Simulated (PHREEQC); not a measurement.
Dissolve 0.0005 mol/kgw NaHS, 0.0192 mol/kgw NaOH and 0.00052 mol/kgw ZnCl2 at 25 °C. Closed to the air; pH follows from the charge balance.

All values are PHREEQC results (ion-association model, phreeqc.dat), not measurements.

Precipitation was switched off in this run.

Question: Predict the pH.

Answer: pH 12.18.

Question: In which forms is Zn present?

Answer: Zn(OH)3- 55 %, Zn(OH)4-2 20 %, Zn(HS)2 16 %, Zn(OH)2 9.8 % of the Zn.

Examples of supersaturated solids here: Zn(OH)2(e), Sphalerite (slow to form). Others may be too. The database's pK near 12.9 for HS-/S-2 is now thought far too low, so its S-2 is overstated.
